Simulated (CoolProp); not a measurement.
Saturation properties of fluorine (Tc = 144.4 K, pc = 52.40 bar, ω = 0.045).

Computed with CoolProp (reference Helmholtz-energy equation of state, de Reuck 1990).

| T (K) | p (bar) | vapour density (kg/m³) | enthalpy of vaporisation (kJ/kg) | surface tension (mN/m) |
|---|---|---|---|---|
| 108.7 | 8.148 | 39.80 | 146.7 | 7.25 |
| 111.2 | 9.620 | 46.82 | 143.0 | 6.64 |
| 113.8 | 11.35 | 55.15 | 138.8 | 6.01 |
| 116.4 | 13.28 | 64.67 | 134.4 | 5.40 |
| 118.9 | 15.36 | 75.12 | 129.8 | 4.82 |
| 121.5 | 17.75 | 87.54 | 124.7 | 4.23 |
| 124 | 20.30 | 101.3 | 119.4 | 3.67 |
| 126.6 | 23.22 | 117.8 | 113.3 | 3.11 |
| 129.2 | 26.43 | 137.1 | 106.6 | 2.57 |
| 131.7 | 29.80 | 159.1 | 99.32 | 2.06 |
| 134.3 | 33.64 | 186.7 | 90.69 | 1.56 |
| 136.9 | 37.84 | 221.2 | 80.47 | 1.09 |
| 139.4 | 42.24 | 265.2 | 68.30 | 0.664 |

It boils at 85.0 K under 1 atm.

Surface tension comes from a separate correlation (Mulero 2012).
